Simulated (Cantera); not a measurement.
Input: 1 mol Si₂H₆, 5.6 mol O₂, equilibrated at 100000 Pa.

Cantera equilibrium calculation (NASA polynomials, part measured and part estimated; ideal gas, pure solids and liquids). Candidate condensed phases: H₂O, Si, SiO₂; 18 gas species. The feed counts by its element totals alone. The tables hold silica as quartz up to 1696 K and as liquid above; real silica turns to tridymite and cristobalite and melts near 1996 K. Gases not in the tables: Si(OH)₄. Kinetics and transport are ignored.

Problem. Which condensed phases are stable at each of these points (T (K)): 800, 900, 1000, 1100, 1200, 1300, 1400, 1500, 1600?

Solution. 
```
T (K)  condensed phases  Si condensed (%)
-----  ----------------  ----------------
800      SiO₂(α-quartz)             100.0
900      SiO₂(β-quartz)             100.0
1000     SiO₂(β-quartz)             100.0
1100     SiO₂(β-quartz)             100.0
1200     SiO₂(β-quartz)             100.0
1300     SiO₂(β-quartz)             100.0
1400     SiO₂(β-quartz)             100.0
1500     SiO₂(β-quartz)             100.0
1600     SiO₂(β-quartz)             100.0
```

At 800 K the condensed part is SiO₂(α-quartz). From 900 K to 1600 K the condensed part is SiO₂(β-quartz).
